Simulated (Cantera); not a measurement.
## Equilibrium for silicon carbide growth: CH₃SiCl₃ + C₃H₈ + H₂

Feed: 1 mol CH₃SiCl₃, 0.0093 mol C₃H₈, 3.2 mol H₂, at 1577 °C and 17000 Pa.

Method: chemical equilibrium by Gibbs-energy minimisation in Cantera with the NASA 1993 tables (ideal gas, pure condensed phases). Candidate condensed phases: C, C₆H₆, C₇H₈, C₈H₁₈, Si, SiC; 109 gas species. The feed counts by its element totals alone. The tables' values for SiCl₃, SiCl are old estimates; treat these amounts as uncertain. Equilibrium is a limit: real reactors are often held back by kinetics, nucleation or transport.

```yaml
x(H₂): 0.551
x(HCl): 0.417
x(SiCl₂): 0.0274
x(SiCl₃): 0.00258
x(H): 0.000970
x(Cl): 0.000557
x(SiCl₄): 0.000358
x(C₂H₂ (acetylene)): 0.000144
x(SiHCl₃): 0.000134
n(C(graphite)): 0.216 mol
n(SiC(s)): 0.810 mol
gas_amount: 6.231 mol
log10 activity of Si(l) (absent): -1.52
```
